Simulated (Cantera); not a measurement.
A perfectly stirred reactor is fed with 5.26 % NH₃, 94.7 % N₂, at 9.75 Torr; it is held at 2275 K, and followed from long to short residence time.

Detailed kinetics in Cantera: the gas-phase N/H chemistry of the illustrative SiF4/NH3 mechanism in the Surface Chemkin manual (1991). Walls and surfaces, which speed up NH3 decomposition in real reactors, are not modelled.

x: mole fraction; the columns are a selection and need not sum to one.

```csv
τ (s),x NH₃,x N₂H₄,x N,x H,x NH,x NH₂
4.7,0.00151,2.55e-12,7.45e-6,0.000838,1.35e-5,?
2.2,0.00322,7.47e-12,7.92e-6,0.000655,1.81e-5,?
0.99,0.00643,2.10e-11,8.63e-6,0.000516,2.43e-5,?
0.46,0.0116,5.20e-11,9.21e-6,0.000405,3.12e-5,?
0.21,0.0192,1.19e-10,9.35e-6,0.000303,3.82e-5,?
0.096,0.0285,2.44e-10,8.55e-6,0.000215,4.32e-5,?
0.044,0.0375,4.42e-10,6.50e-6,0.000142,4.39e-5,?
0.020,0.0447,6.93e-10,3.58e-6,8.27e-5,3.80e-5,0.000900
0.0093,0.0492,7.88e-10,1.22e-6,3.80e-5,2.56e-5,0.000960
0.0043,0.0514,4.41e-10,2.57e-7,1.23e-5,1.20e-5,?
0.0020,0.0522,1.22e-10,6.86e-8,5.33e-6,4.53e-6,?
```

Q: Some entries are withheld; supply them.

A: 
- 4.7, x NH₂: 5.46e-5
- 2.2, x NH₂: 9.35e-5
- 0.99, x NH₂: 0.000157
- 0.46, x NH₂: 0.000247
- 0.21, x NH₂: 0.000374
- 0.096, x NH₂: 0.000534
- 0.044, x NH₂: 0.000719
- 0.0043, x NH₂: 0.000718
- 0.0020, x NH₂: 0.000378
